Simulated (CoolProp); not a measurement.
Vapour-liquid equilibrium of 1-butene (1) + n-butane (2) at 60.65 °C; x and y are mole fractions of (1).

Values from CoolProp's multi-fluid Helmholtz-energy mixture model, Lemmon 2005 and Bücker 2006; pair parameters Bell 2016.

| x | bubble pressure, mixture model (bar) | bubble pressure, Raoult's law (bar) | y, mixture model | y, Raoult's law |
|---|---|---|---|---|
| 0.05 | 6.550 | 6.547 | 0.058 | 0.059 |
| 0.15 | 6.686 | 6.672 | 0.171 | 0.174 |
| 0.25 | 6.823 | 6.797 | 0.281 | 0.285 |
| 0.35 | 6.961 | 6.923 | 0.387 | 0.391 |
| 0.45 | 7.097 | 7.048 | 0.489 | 0.494 |
| 0.55 | 7.229 | 7.173 | 0.587 | 0.593 |
| 0.65 | 7.356 | 7.298 | 0.682 | 0.689 |
| 0.75 | 7.475 | 7.423 | 0.774 | 0.782 |
| 0.85 | 7.587 | 7.549 | 0.865 | 0.871 |
| 0.95 | 7.689 | 7.674 | 0.955 | 0.958 |

The largest gap from Raoult's law is +0.8 % in bubble pressure, at x = 0.65. No azeotrope shows between x = 0.05 and 0.95.

Pair parameters are fitted to limited data, so mixtures are less certain than the pure fluids.
